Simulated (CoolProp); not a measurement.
Model: reference Helmholtz-energy equation of state, Zhou 2012, in CoolProp.

Give the vapour pressure (bar), enthalpy of vaporisation (kJ/kg), vapour viscosity (µPa s) of saturated o-xylene at 461.3, 476.9 K.


```json
[
 {"T (K)": "461.3", "p (bar)": "2.85", "enthalpy of vaporisation (kJ/kg)": "314", "vapour viscosity (µPa s)": "10.00"},
 {"T (K)": "476.9", "p (bar)": "3.90", "enthalpy of vaporisation (kJ/kg)": "302", "vapour viscosity (µPa s)": "10.4"}
]
```

Viscosity comes from a separate model (Cao 2016).
